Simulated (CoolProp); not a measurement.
Vapour-liquid equilibrium of n-pentane (1) + cyclohexane (2) at 315.1 K; x and y are mole fractions of (1).

Computed with CoolProp (multi-fluid Helmholtz-energy mixture model, Thol 2019 and Zhou 2014; pair parameters Bell 2016).

Task: Give the bubble pressure and the first vapour's composition at x = 0.35, 0.45, 0.95. Is there an azeotrope?

Result: x = 0.35: 63.47 kPa, y = 0.714; x = 0.45: 72.87 kPa, y = 0.785; x = 0.95: 118.6 kPa, y = 0.986. No azeotrope shows between x = 0.05 and 0.95.

The pair parameters rest on a limited set of measurements; away from them the model extrapolates.
